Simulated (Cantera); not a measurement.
Standard-state values (1 bar) from the NASA 1993 polynomials, evaluated with Cantera. Values are per mole of reaction as written; species without (g) are pure solids or liquids, kept so even where they would boil at 1 bar.

Task: Between 300 and 625 K, where is each reaction favourable under standard conditions?
- Ta + O2(g) → TaO2(g)
- 1.2 Ti + O2(g) → 0.4 Ti3O5
- 0.8 V + O2(g) → 0.4 V2O5

Result: 
- Ta + O2(g) → TaO2(g): ΔG° is -211 kJ at 300 K and -221 kJ at 625 K; it stays negative (K > 1). ΔH° is -203 kJ and ΔS° 28 J/K at 625 K.
- 1.2 Ti + O2(g) → 0.4 Ti3O5: ΔG° is -927 kJ at 300 K and -868 kJ at 625 K; it stays negative (K > 1). ΔH° is -975 kJ and ΔS° -172 J/K at 625 K.
- 0.8 V + O2(g) → 0.4 V2O5: ΔG° is -567 kJ at 300 K and -511 kJ at 625 K; it stays negative (K > 1). ΔH° is -617 kJ and ΔS° -169 J/K at 625 K.
